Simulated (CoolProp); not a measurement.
Saturated liquid density (kg/m³) of cyclohexane: the reference equation beside estimates from Tc = 280.5 °C, pc = 40.81 bar, ω = 0.209. Rackett uses Z = 0.29056 − 0.08775 ω.

Values from CoolProp's reference Helmholtz-energy equation of state, Zhou 2014.

```
T (°C)  reference  Rackett  van der Waals  Soave-Redlich-Kwong
------  ---------  -------  -------------  -------------------
100.15      699.4    704.8          435.2                652.7
107.45      691.7    697.0          430.4                644.8
114.75      683.8    689.1          425.6                636.7
122.05      675.8    681.0          420.6                628.3
129.35      667.7    672.8          415.5                619.5
136.65      659.4    664.3          410.3                610.5
143.95      650.9    655.7          404.9                601.1
151.25      642.3    646.8          399.4                591.4
158.55      633.4    637.8          393.7                581.2
165.75      624.4    628.5          387.8                570.8
173.05      615.0    618.9          381.7                559.9
180.35      605.2    608.9          375.4                548.4
```

Absolute difference from the reference over all 12 rows, mean and median: Rackett 0.7 and 0.7 %, van der Waals 37.8 and 37.8 %, Soave-Redlich-Kwong 7.7 and 7.5 %.
